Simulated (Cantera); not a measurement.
## Silicon nitride deposition: trisilylamine + NH₃ + H₂

A closed system holds: 1 mol trisilylamine, 0.84 mol NH₃, 56 mol H₂, equilibrated at 1350 °C and 0.450 bar.

Cantera equilibrium calculation (NASA polynomials, part measured and part estimated; ideal gas, pure solids and liquids). Candidate condensed phases: Si, Si₃N₄; 18 gas species. The feed counts by its element totals alone. Mutual solubility and eutectic melting of coexisting phases are not modelled. Equilibrium is a limit: real reactors are often held back by kinetics, nucleation or transport.

```yaml
x(H₂): 0.999
x(N₂): 0.000982
x(H): 0.000103
x(SiH₂): 6.46e-6
n(Si(s)): 1.71 mol
n(Si₃N₄(s)): 0.430 mol
gas_amount: 61.82 mol
```
